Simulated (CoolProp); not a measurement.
Saturated liquid density (kg/m³) of carbonyl sulfide: the reference equation beside estimates from Tc = 378.8 K, pc = 6369 kPa, ω = 0.098.

Model: reference Helmholtz-energy equation of state, Lemmon 2006, in CoolProp. It is a short technical equation, of lower accuracy than the large ones.

| T (K) | reference | van der Waals | Redlich-Kwong | Peng-Robinson |
|---|---|---|---|---|
| 280.2 | 1040 | 668.4 | 960.8 | 1101 |
| 288.5 | 1018 | 653.8 | 934.4 | 1072 |
| 296.7 | 994.5 | 638.5 | 907.0 | 1042 |
| 304.9 | 970.2 | 622.4 | 878.0 | 1010 |
| 313.1 | 944.3 | 605.3 | 847.1 | 975.5 |
| 321.4 | 916.4 | 586.8 | 813.8 | 937.5 |
| 329.6 | 886.6 | 567.0 | 778.3 | 896.7 |
| 337.8 | 854.0 | 545.6 | 739.9 | 851.7 |

Absolute difference from the reference over all 8 rows, mean and median: van der Waals 35.9 and 35.9 %, Redlich-Kwong 10.1 and 9.9 %, Peng-Robinson 3.4 and 3.7 %.
